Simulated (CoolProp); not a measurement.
Properties of R245ca along the isobar 595 kPa (Tc = 174.4 °C, pc = 3941 kPa, ω = 0.355).

Computed with CoolProp (reference Helmholtz-energy equation of state, Zhou 2016).

```json
[
 {"T (°C)": "-5.05", "phase": "liquid", "density (kg/m³)": "1461", "cp (kJ/(kg K))": "1.340", "Joule-Thomson coefficient (K/MPa)": "-0.2898", "isothermal compressibility (1/MPa)": "0.001268", "fugacity coefficient": "0.04515"},
 {"T (°C)": "11.45", "phase": "liquid", "density (kg/m³)": "1422", "cp (kJ/(kg K))": "1.359", "Joule-Thomson coefficient (K/MPa)": "-0.2660", "isothermal compressibility (1/MPa)": "0.001537", "fugacity coefficient": "0.09639"},
 {"T (°C)": "27.95", "phase": "liquid", "density (kg/m³)": "1381", "cp (kJ/(kg K))": "1.382", "Joule-Thomson coefficient (K/MPa)": "-0.2354", "isothermal compressibility (1/MPa)": "0.001893", "fugacity coefficient": "0.1846"},
 {"T (°C)": "44.55", "phase": "liquid", "density (kg/m³)": "1338", "cp (kJ/(kg K))": "1.410", "Joule-Thomson coefficient (K/MPa)": "-0.1954", "isothermal compressibility (1/MPa)": "0.002381", "fugacity coefficient": "0.3241"},
 {"T (°C)": "61.05", "phase": "liquid", "density (kg/m³)": "1293", "cp (kJ/(kg K))": "1.444", "Joule-Thomson coefficient (K/MPa)": "-0.1425", "isothermal compressibility (1/MPa)": "0.003070", "fugacity coefficient": "0.5261"},
 {"T (°C)": "77.65", "phase": "liquid", "density (kg/m³)": "1244", "cp (kJ/(kg K))": "1.484", "Joule-Thomson coefficient (K/MPa)": "-0.06842", "isothermal compressibility (1/MPa)": "0.004115", "fugacity coefficient": "0.8033"},
 {"T (°C)": "94.15", "phase": "gas", "density (kg/m³)": "29.61", "cp (kJ/(kg K))": "1.112", "Joule-Thomson coefficient (K/MPa)": "16.66", "isothermal compressibility (1/MPa)": "1.935", "fugacity coefficient": "0.8946"},
 {"T (°C)": "110.65", "phase": "gas", "density (kg/m³)": "27.73", "cp (kJ/(kg K))": "1.125", "Joule-Thomson coefficient (K/MPa)": "13.94", "isothermal compressibility (1/MPa)": "1.883", "fugacity coefficient": "0.9098"},
 {"T (°C)": "127.25", "phase": "gas", "density (kg/m³)": "26.14", "cp (kJ/(kg K))": "1.141", "Joule-Thomson coefficient (K/MPa)": "11.85", "isothermal compressibility (1/MPa)": "1.845", "fugacity coefficient": "0.9223"},
 {"T (°C)": "143.75", "phase": "gas", "density (kg/m³)": "24.78", "cp (kJ/(kg K))": "1.158", "Joule-Thomson coefficient (K/MPa)": "10.23", "isothermal compressibility (1/MPa)": "1.818", "fugacity coefficient": "0.9326"},
 {"T (°C)": "160.35", "phase": "gas", "density (kg/m³)": "23.59", "cp (kJ/(kg K))": "1.176", "Joule-Thomson coefficient (K/MPa)": "8.928", "isothermal compressibility (1/MPa)": "1.796", "fugacity coefficient": "0.9412"},
 {"T (°C)": "176.85", "phase": "gas", "density (kg/m³)": "22.53", "cp (kJ/(kg K))": "1.194", "Joule-Thomson coefficient (K/MPa)": "7.882", "isothermal compressibility (1/MPa)": "1.779", "fugacity coefficient": "0.9484"}
]
```
